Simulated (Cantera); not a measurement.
A freely propagating, adiabatic, planar premixed flame of CH₄ : O₂ : N₂ = 1 : 2 : 7.52 (molar parts), equivalence ratio 1.0, unburnt at 548 K and 1.80 bar; mixture-averaged transport, grid criteria slope 0.08 and curve 0.16, no radiation.

Computed with Cantera and GRI-Mech 3.0 (53 species, 325 reactions). Burning velocities carry a grid error of a few per cent, more on coarse grids.

Task: What does this change do: O2 2 to 2.6 parts?

Result: 
```csv
quantity,before,after
laminar burning velocity,91.2 cm/s,108 cm/s
thermal thickness,0.218 mm,0.186 mm
peak x(C₂H₆),0.000999,0.000748
peak x(HCO),5.17e-5,5.48e-5
peak x(HO₂),0.000199,0.000303
peak x(CH₂),5.82e-5,4.31e-5
```

Task: What does this change do: 0.82 parts H2O added?

Result: 
| quantity | before | after |
|---|---|---|
| laminar burning velocity | 91.2 cm/s | 67.9 cm/s |
| thermal thickness | 0.218 mm | 0.278 mm |
| peak x(C₂H₆) | 0.000999 | 0.000883 |
| peak x(HCO) | 5.17e-5 | 2.91e-5 |
| peak x(HO₂) | 0.000199 | 0.000171 |
| peak x(CH₂) | 5.82e-5 | 4.27e-5 |
